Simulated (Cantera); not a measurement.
A Cantera script and what it prints.

```python
import numpy as np
import cantera as ct

gas_names = """
    Hg N NO NO2 NO3 N2 N2O O O2 O3
""".split()
cond_names = """
    Hg(cr) Hg(L) HgO(s)
""".split()


# ... load() reads the species with a 1 bar reference pressure and builds the phases ...
atoms = {
    'Hg': {'Hg': 1},
    'O2': {'O': 2},
    'N2': {'N': 2},
}
top_T = {}  # K; cautious upper limits of use, not melting points


# ... equilibrate(T, P, feed) seeds the gas with the atoms and calls Mixture.equilibrate('TP', solver="vcs", rtol=1e-11, max_steps=5000) ...
results = []
feed = {'Hg': 1, 'O2': 0.31, 'N2': 0.53}  # mol
P = 86000  # Pa
for T in [450, 500, 550, 600, 650, 700, 750, 800, 850, 900, 950, 1000, 1050, 1100]:
    mix = equilibrate(T, P, feed)
    results.append((T, P, feed, dict(zip(mix.species_names, mix.species_moles))))
    x = sorted(zip(gas.X, gas.species_names), reverse=True)
    print(f"T = {T:g} K  P = {P:g} Pa  gas = {mix.phase_moles(0):.4g} mol")
    print("   x: " + "  ".join(f"{s} {v:.3e}" for v, s in x if v > 0.0001))
    print("   condensed (mol): " + ("  ".join(f"{mix.phase(i).name} {mix.phase_moles(i):.4g}"
          for i in range(1, mix.n_phases) if mix.phase_moles(i) > 1e-12) or "none"))
```

It prints:

```
T = 450 K  P = 86000 Pa  gas = 0.5365 mol
   x: N2 9.879e-01  Hg 1.209e-02
   condensed (mol): Hg(L) 0.3735  HgO(s) 0.62
T = 500 K  P = 86000 Pa  gas = 0.5641 mol
   x: N2 9.396e-01  Hg 6.039e-02
   condensed (mol): Hg(L) 0.3459  HgO(s) 0.62
T = 550 K  P = 86000 Pa  gas = 0.6827 mol
   x: N2 7.763e-01  Hg 2.237e-01
   condensed (mol): Hg(L) 0.2273  HgO(s) 0.62
T = 600 K  P = 86000 Pa  gas = 0.9102 mol
   x: N2 5.823e-01  Hg 4.176e-01
   condensed (mol): HgO(s) 0.6199
T = 650 K  P = 86000 Pa  gas = 0.9292 mol
   x: N2 5.704e-01  Hg 4.227e-01  O2 6.894e-03
   condensed (mol): HgO(s) 0.6072
T = 700 K  P = 86000 Pa  gas = 1.84 mol
   x: Hg 5.435e-01  N2 2.880e-01  O2 1.685e-01
   condensed (mol): none
T = 750 K  P = 86000 Pa  gas = 1.84 mol
   x: Hg 5.435e-01  N2 2.880e-01  O2 1.685e-01
   condensed (mol): none
T = 800 K  P = 86000 Pa  gas = 1.84 mol
   x: Hg 5.435e-01  N2 2.880e-01  O2 1.685e-01
   condensed (mol): none
T = 850 K  P = 86000 Pa  gas = 1.84 mol
   x: Hg 5.435e-01  N2 2.880e-01  O2 1.685e-01
   condensed (mol): none
T = 900 K  P = 86000 Pa  gas = 1.84 mol
   x: Hg 5.435e-01  N2 2.880e-01  O2 1.685e-01
   condensed (mol): none
T = 950 K  P = 86000 Pa  gas = 1.84 mol
   x: Hg 5.435e-01  N2 2.880e-01  O2 1.685e-01
   condensed (mol): none
T = 1000 K  P = 86000 Pa  gas = 1.84 mol
   x: Hg 5.435e-01  N2 2.880e-01  O2 1.685e-01
   condensed (mol): none
T = 1050 K  P = 86000 Pa  gas = 1.84 mol
   x: Hg 5.435e-01  N2 2.880e-01  O2 1.685e-01
   condensed (mol): none
T = 1100 K  P = 86000 Pa  gas = 1.84 mol
   x: Hg 5.435e-01  N2 2.880e-01  O2 1.685e-01
   condensed (mol): none
```

Equilibrium computed with Cantera from the NASA thermochemical tables; the gas is ideal and each condensed phase is pure.
